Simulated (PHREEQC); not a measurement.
0.5 mol of Fluorite (CaF2) is brought to equilibrium with 1 kg of water, with rising amounts of NH3, at 25 °C. Oxygen is held at 0.21 atm. No CO2 enters from the air. The run lets Fluorite precipitate or redissolve, and no other solid.

Base run: PHREEQC, ion-association model, phreeqc.dat. Each further column changes one thing. The table gives pH.

```
NH3 added (mol)   base  temperature from 25 to 75 °C  temperature from 25 to 55 °C
---------------  -----  ----------------------------  ----------------------------
0                 7.09                          6.58                          6.74
0.00208          10.26                          8.95                          9.41
0.00417          10.41                          9.11                          9.57
0.00625          10.51                          9.20                          9.66
0.00833          10.57                          9.26                          9.72
0.0104           10.62                          9.31                          9.77
0.0146           10.69                          9.39                          9.85
0.0167           10.72                          9.42                          9.88
0.0187           10.75                          9.44                          9.90
0.0208           10.77                          9.47                          9.93
0.0229           10.79                          9.49                          9.95
0.025            10.81                          9.51                          9.97
```

 Away from 25 °C the constants follow the database's enthalpies or fits; those with neither stay at their 25 °C values.
